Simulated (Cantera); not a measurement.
Charge: 1 mol HgO, 0.01 mol O₂, 78 mol H₂, held at 1125 K and 13300 Pa.

These are equilibrium values from Cantera (NASA tables, ideal gas, pure condensed phases), not measurements of a reactor. Candidate condensed phases: H₂O, Hg, HgO; 10 gas species. Rates play no part.

Base state: H₂ 0.974, H₂O 0.0129, Hg 0.0127 (mole fractions); condensed: gas only.

**Question.** What changes in the equilibrium state with this change: O₂ from 0.01 to 1.2 mol?

**Answer.** 
```json
[
 {"species": "H₂", "before": "0.974", "after": "0.944"},
 {"species": "H₂O", "before": "0.0129", "after": "0.0430"},
 {"species": "Hg", "before": "0.0127", "after": "0.0127"}
]
```
